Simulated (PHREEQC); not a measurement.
1 kg of water holding 13 mmol/kgw NaCl, 1.1 mmol/kgw CaSO4 and 68 mmol/kgw NaBr is evaporated at 15 °C; the solids stay in contact with the brine. The system is closed to CO2. Only these solids could form: Glauberite, Gypsum, Anhydrite, Halite, Mirabilite, Portlandite, Thenardite.

The numbers come from PHREEQC with the Pitzer model, pitzer.dat.

```
water left (kg)  ionic strength  water activity  Gypsum (mol)  Br in solution (mol/kgw)  Cl in solution (mol/kgw)  Na in solution (mol/kgw)
---------------  --------------  --------------  ------------  ------------------------  ------------------------  ------------------------
1                        0.0854           0.997             0                    0.0680                    0.0130                    0.0810
0.8219                    0.104           0.997             0                    0.0827                    0.0158                    0.0986
0.6755                    0.126           0.996             0                     0.101                    0.0192                     0.120
0.5552                    0.154           0.995             0                     0.122                    0.0234                     0.146
0.4563                    0.187           0.994             0                     0.149                    0.0285                     0.178
0.375                     0.228           0.993             0                     0.181                    0.0347                     0.216
0.3082                    0.277           0.991             0                     0.221                    0.0422                     0.263
0.2533                    0.337           0.989             0                     0.268                    0.0513                     0.320
0.2082                    0.410           0.987             0                     0.327                    0.0624                     0.389
0.1711                    0.499           0.984             0                     0.397                    0.0760                     0.473
0.1407                    0.607           0.981             0                     0.483                    0.0924                     0.576
0.1156                    0.739           0.976             0                     0.588                     0.112                     0.701
0.09502                   0.899           0.971             0                     0.716                     0.137                     0.852
0.07809                    1.09           0.965             0                     0.871                     0.166                      1.04
0.06418                    1.33           0.957             0                      1.06                     0.203                      1.26
0.05275                    1.62           0.947             0                      1.29                     0.246                      1.54
0.04335                    1.97           0.934             0                      1.57                     0.300                      1.87
0.03564                    2.40           0.918             0                      1.91                     0.365                      2.27
0.0293                     2.91           0.898             0                      2.32                     0.444                      2.76
0.02407                    3.55           0.871             0                      2.82                     0.540                      3.36
0.01978                    4.27           0.838      0.000229                      3.44                     0.657                      4.10
```

Gypsum from water left = 0.01978 kg.
